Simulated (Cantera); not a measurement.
Input (Python, Cantera) and output of one run.

```python
import numpy as np
import cantera as ct

gas_names = """
    H HNO HNO2 HNO3 HO2 H2 H2O H2O2 N NH NH2 NH3 NH2OH NO NO2 NO3 N2 N2H2 N2H4 N2O O OH O2 O3 Si SiH
    SiH2 SiH3 SiH4 SiN SiO SiO2 Si2 Si2N Si3
""".split()
cond_names = """
    H2O(s) H2O(L) Si(cr) Si(L) SiO2(Lqz) SiO2(hqz) SiO2(L) Si2N2O(s) Si3N4(a)
""".split()


# ... load() reads the species with a 1 bar reference pressure and builds the phases ...
atoms = {
    'SiH4': {'Si': 1, 'H': 4},
    'N2O': {'N': 2, 'O': 1},
    'H2': {'H': 2},
}
top_T = {'Si2N2O(s)': 2100, 'Si3N4(a)': 2400}  # K; cautious upper limits of use, not melting points


# ... equilibrate(T, P, feed) seeds the gas with the atoms and calls Mixture.equilibrate('TP', solver="vcs", rtol=1e-11, max_steps=5000) ...
results = []
feed = {'SiH4': 1, 'N2O': 0.28, 'H2': 2.6}  # mol
P = 64000  # Pa
for T in [1375, 1450, 1525, 1600, 1675, 1750, 1825, 1900, 1975]:
    mix = equilibrate(T, P, feed)
    results.append((T, P, feed, dict(zip(mix.species_names, mix.species_moles))))

top = {s: max(r[3][s] / sum(r[3][g] for g in gas_names) for r in results) for s in gas_names}
cols = sorted((s for s in top if top[s] > 1e-06), key=lambda s: -top[s])[:6]
seen = [c for c in cond_names if any(r[3].get(c, 0) > 1e-12 for r in results)]
print("log10 of partial pressures in bar; condensed amounts in mol")
print(f"{'T/K':>10s}" + "".join(f"{s[:9]:>10s}" for s in cols + seen))
for T, P, feed, n in results:
    ng = sum(n[g] for g in gas_names)
    print(f"{T:10.4g}" + "".join(f"{np.log10(max(n[s] / ng * P / 1e5, 1e-99)):10.3f}" for s in cols)
          + "".join(f"{n.get(c, 0):10.4g}" for c in seen))
```

Output:

```
log10 of partial pressures in bar; condensed amounts in mol
       T/K        H2        N2       SiO         H      SiH2        Si    Si(cr)     Si(L) Si2N2O(s)
      1375    -0.194    -6.505    -6.492    -5.562    -6.782    -9.387      0.44         0      0.28
      1450    -0.194    -5.689    -5.686    -5.121    -6.308    -8.512      0.44         0      0.28
      1525    -0.194    -4.959    -4.958    -4.723    -5.881    -7.724    0.4401         0    0.2799
      1600    -0.194    -4.299    -4.300    -4.362    -5.494    -7.011    0.4403         0    0.2796
      1675    -0.194    -3.701    -3.701    -4.032    -5.143    -6.363    0.4414         0    0.2786
      1750    -0.195    -3.128    -3.128    -3.731    -4.876    -5.824         0    0.4452    0.2746
      1825    -0.198    -2.598    -2.598    -3.455    -4.646    -5.342         0    0.4581    0.2617
      1900    -0.205    -2.111    -2.111    -3.203    -4.439    -4.899         0    0.4967    0.2229
      1975    -0.225    -1.662    -1.662    -2.976    -4.262    -4.490         0    0.6074    0.1118
```

Equilibrium computed with Cantera from the NASA thermochemical tables; the gas is ideal and each condensed phase is pure. Mutual solubility and eutectic melting of coexisting phases are not modelled. Gases not in the tables: Si2H6 and higher silanes.
